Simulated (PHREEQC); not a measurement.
**Leach liquor**

A solution holds 7.6 mmol/kgw HCl, 0.035 mmol/kgw FeSO4 and 0.77 mmol/kgw Na2SO4, at 27 °C. Closed to the air; pH follows from the charge balance.

The numbers come from PHREEQC with the ion-association model, wateq4f.dat.

| Quantity | Value |
|---|---|
| pH | 2.17 |
| ionic strength | 0.00950 mol/kgw |
| total alkalinity | -7.60 meq/kg |

```csv
species,molality,activity,log γ
Cl-,0.00760,0.00686,-0.045
H+,0.00733,0.00671,-0.039
Na+,0.00154,0.00139,-0.044
SO4-2,0.000531,0.000357,-0.172
HSO4-,0.000269,0.000244,-0.044
Fe+2,3.32e-5,2.26e-5,-0.167
NaSO4-,2.78e-6,2.52e-6,-0.043
FeSO4,1.48e-6,1.49e-6,0.001
FeCl+,2.36e-7,2.14e-7,-0.043
```

This is a speciation only: nothing precipitates in the calculation. Complexes and solids missing from the database can't appear.
